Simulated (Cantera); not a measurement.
Input: 1 mol CH3Cl, 0.036 mol HCl, 0.69 mol H2, equilibrated at 1175 K and 16.5 Torr.

Equilibrium computed with Cantera from the NASA thermochemical tables; the gas is ideal and each condensed phase is pure. Candidate condensed phases: C, C6H6, C7H8, C8H18; 91 gas species. The numbers say what is thermodynamically allowed, not how fast it happens.

Base state: H2 0.620, HCl 0.380, CH4 0.000162 (mole fractions); condensed: C(graphite).

### Question
What changes in the equilibrium state with this change: temperature from 1175 K to 2723 K?

### Answer
| species | before | after |
|---|---|---|
| H2 | 0.620 | 0.410 |
| H | 6.51e-7 | 0.267 |
| HCl | 0.380 | 0.214 |
| Cl | 3.49e-7 | 0.0967 |
| C2H2 (acetylene) | 3.95e-8 | 0.0105 |
| C2H | <1e-9 | 0.000757 |
| C3 | <1e-9 | 0.000541 |
| C | <1e-9 | 0.000126 |
| C4H2 | <1e-9 | 0.000112 |
| C2HCl | <1e-9 | 8.73e-5 |
| C(graphite), mol | 1.000 | 0.916 |
